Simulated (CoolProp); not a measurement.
CF4 (R14) at 298.15 K and 2.83 MPa is throttled through a valve to 0.647 MPa with no heat exchange. Each further row changes one setting.

Values from CoolProp's reference Helmholtz-energy equation of state, Platzer 1990. This equation is an older, rougher fit.

```
case                       temperature change (K)  final density (kg/m³)
-------------------------  ----------------------  ---------------------
as stated                                   -12.6                   24.7
outlet pressure 0.194 MPa                   -15.4                   7.33
outlet pressure 0.841 MPa                   -11.4                   32.2
```
